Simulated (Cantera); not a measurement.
Charge: 1 mol CsCl, 14 mol H2O, 0.56 mol N2, held at 0.000160 bar.

These are equilibrium values from Cantera (NASA tables, ideal gas, pure condensed phases), not measurements of a reactor. Candidate condensed phases: Cs, CsCl, CsOH, H2O, NH4Cl; 37 gas species. Rates play no part. All values below are at 1523 K.

Base state: H2O 0.891, CsCl 0.0622, N2 0.0359, H2 0.00409, O2 0.00194, HCl 0.00190, CsOH 0.00155, OH 0.000784 (mole fractions); condensed: gas only.

Task: What changes in the equilibrium state with this change: CsCl replaced by CaF2?

Result: 
```json
[
 {"species": "H2O", "before": "0.891", "after": "0.829"},
 {"species": "HF", "before": "0", "after": "0.128"},
 {"species": "N2", "before": "0.0359", "after": "0.0359"},
 {"species": "CsCl", "before": "0.0622", "after": "0"},
 {"species": "CaF2", "before": "0", "after": "0.000213"},
 {"species": "HCl", "before": "0.00190", "after": "0"},
 {"species": "CsOH", "before": "0.00155", "after": "0"},
 {"species": "CaO(s), mol", "before": "0", "after": "0.997"}
]
```
Further candidate phases: Ca, CaF2, CaO, Ca(OH)2.
